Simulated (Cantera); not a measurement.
**Pyrogenic steam for wet oxidation**

An isothermal, constant-pressure homogeneous reactor starts with H2 : O2 : N2 = 0.53 : 1 : 2.8 (molar parts), equivalence ratio 0.27, at 1250 K and 1.00 bar.

Model: the H2/O2 subset of GRI-Mech 3.0, which has no nitrogen chemistry, integrated in Cantera. The temperature is held fixed by assumption; the heat of reaction is taken as removed at once.

| t (s) | x H2 | x O2 | x OH | x O | x H2O2 | x H | x HO2 |
|---|---|---|---|---|---|---|---|
| 4.00e-6 | 0.122 | 0.231 | 7.96e-9 | 1.26e-8 | 4.85e-11 | 3.49e-8 | 2.35e-8 |
| 1.13e-5 | 0.122 | 0.231 | 2.98e-7 | 4.85e-7 | 8.08e-10 | 1.23e-6 | 2.66e-7 |
| 3.21e-5 | 0.0905 | 0.215 | 0.00330 | 0.00513 | 4.21e-6 | 0.0127 | 9.25e-5 |
| 9.07e-5 | 0.00159 | 0.180 | 0.00127 | 0.00113 | 6.18e-6 | 0.000348 | 7.02e-5 |
| 0.000257 | 0.000201 | 0.181 | 0.000334 | 9.62e-5 | 1.59e-6 | 8.74e-6 | 1.57e-5 |
| 0.000727 | 2.68e-5 | 0.181 | 0.000138 | 1.46e-5 | 4.55e-7 | 5.23e-7 | 2.96e-6 |
| 0.00206 | 2.75e-6 | 0.181 | 6.46e-5 | 3.01e-6 | 1.37e-7 | 4.29e-8 | 5.70e-7 |
| 0.00583 | 3.29e-7 | 0.181 | 3.31e-5 | 7.89e-7 | 4.35e-8 | 5.25e-9 | 1.43e-7 |
| 0.0165 | 7.78e-8 | 0.181 | 1.83e-5 | 2.44e-7 | 1.48e-8 | 8.94e-10 | 4.88e-8 |
| 0.0467 | 2.59e-8 | 0.181 | 1.08e-5 | 8.53e-8 | 5.51e-9 | 1.93e-10 | 2.58e-8 |
| 0.132 | 1.27e-8 | 0.181 | 7.23e-6 | 3.85e-8 | 2.60e-9 | 6.72e-11 | 2.29e-8 |
| 0.374 | 1.07e-8 | 0.181 | 6.36e-6 | 2.98e-8 | 2.06e-9 | 5.06e-11 | 2.33e-8 |
| 1.06 | 1.06e-8 | 0.181 | 6.34e-6 | 2.96e-8 | 2.04e-9 | 5.02e-11 | 2.33e-8 |
| 3.00 | 1.06e-8 | 0.181 | 6.34e-6 | 2.96e-8 | 2.04e-9 | 5.02e-11 | 2.33e-8 |
x: mole fraction; the columns are a selection and need not sum to one.

Equilibrium at this temperature and pressure: H2 1.06e-8, O2 0.181, OH 6.34e-6, O 2.96e-8, H2O2 2.04e-9, H 5.02e-11, HO2 2.33e-8 (gas phase only).
